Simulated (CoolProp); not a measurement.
Saturation properties of carbonyl sulfide (Tc = 378.8 K, pc = 6.369 MPa, ω = 0.098).

Values from CoolProp's reference Helmholtz-energy equation of state, Lemmon 2006. It is a short technical equation, of lower accuracy than the large ones.

| T (K) | p (MPa) | liquid density (kg/m³) | surface tension (mN/m) |
|---|---|---|---|
| 244.5 | 0.2491 | 1127 | 16.8 |
| 249.2 | 0.2964 | 1116 | 16.0 |
| 253.9 | 0.3503 | 1105 | 15.2 |
| 258.6 | 0.4111 | 1094 | 14.4 |
| 263.4 | 0.4811 | 1082 | 13.6 |
| 268.1 | 0.5580 | 1071 | 12.8 |
| 272.8 | 0.6436 | 1059 | 12.1 |
| 277.5 | 0.7385 | 1047 | 11.3 |

It boils at 223.0 K under 1 atm.

Surface tension comes from a separate correlation (Mulero 2012).
